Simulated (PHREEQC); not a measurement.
**Sulfide liquor: an equilibrium model**

Consider water at 25 °C with 0.02 mol/kgw NaHS, 0.024 mol/kgw HCl and 0.00061 mol/kgw ZnCl2. Closed to the air; pH follows from the charge balance.

Computed with PHREEQC (ion-association model, wateq4f.dat).

This is a speciation only: nothing precipitates in the calculation.

Task: What pH does the model give?

Result: pH 2.34.

Task: In which forms is S present?

Result: H2S 94 %, Zn(HS)2 6.0 % of the S.

The solution is supersaturated, for example in Sphalerite (slow to form), so a real one may precipitate; this is no full list. Species that the database lacks are ignored. The polysulfide entries of wateq4f.dat were taken out for this run.
